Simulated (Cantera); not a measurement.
An isothermal, constant-pressure homogeneous reactor starts with C2H6 : N2 = 1 : 6 (molar parts), at 1323 K and 100.0 Torr. Integrator tolerance rtol = 1e-08.

Model: GRI-Mech 3.0 (53 species, 325 reactions), integrated in Cantera. GRI-Mech 3.0 stops at C3 and has no aromatics, soot or wall deposition, so with more carbon than oxygen in the feed, carbon stays in small species such as C2H2 where larger ones or solid carbon would form.

Problem. What does this change do: pressure from 100.0 Torr to 2.33 Torr?

Solution. 
```csv
quantity,before,after
x(C2H6) at 100 s,5.23e-6 (gas-phase equilibrium 3.33e-6),1.99e-6 (gas-phase equilibrium 2.69e-9)
x(CH3) at 100 s,5.29e-6 (gas-phase equilibrium 4.02e-6),2.56e-5 (gas-phase equilibrium 7.49e-7)
x(CH4) at 100 s,0.0283 (gas-phase equilibrium 0.0205),0.0484 (gas-phase equilibrium 0.000623)
x(H) at 100 s,1.73e-6 (gas-phase equilibrium 1.92e-6),4.30e-6 (gas-phase equilibrium 1.35e-5)
x(C2H) at 100 s,4.91e-10 (gas-phase equilibrium 3.21e-10),1.34e-9 (gas-phase equilibrium 2.24e-9)
x(HCN) at 100 s,3.31e-9 (gas-phase equilibrium 0.0811),3.20e-8 (gas-phase equilibrium 0.0855)
x(CH2) at 100 s,3.20e-11 (gas-phase equilibrium 2.55e-11),4.31e-10 (gas-phase equilibrium 2.91e-11)
```
Radical loss at walls, strong at low pressure, is not modelled.

Problem. What does this change do: temperature 1323 to 1875 K?

Solution. 
| quantity | before | after |
|---|---|---|
| x(C2H6) at 100 s | 5.23e-6 (gas-phase equilibrium 3.33e-6) | 1.17e-9 (gas-phase equilibrium 5.81e-10) |
| x(CH3) at 100 s | 5.29e-6 (gas-phase equilibrium 4.02e-6) | 1.18e-5 (gas-phase equilibrium 8.33e-6) |
| x(CH4) at 100 s | 0.0283 (gas-phase equilibrium 0.0205) | 0.000153 (gas-phase equilibrium 0.000108) |
| x(H) at 100 s | 1.73e-6 (gas-phase equilibrium 1.92e-6) | 0.000851 (gas-phase equilibrium 0.000851) |
| x(C2H) at 100 s | 4.91e-10 (gas-phase equilibrium 3.21e-10) | 5.03e-6 (gas-phase equilibrium 2.42e-6) |
| x(HCN) at 100 s | 3.31e-9 (gas-phase equilibrium 0.0811) | 0.000924 (gas-phase equilibrium 0.116) |
| x(CH2) at 100 s | 3.20e-11 (gas-phase equilibrium 2.55e-11) | 5.39e-8 (gas-phase equilibrium 3.82e-8) |
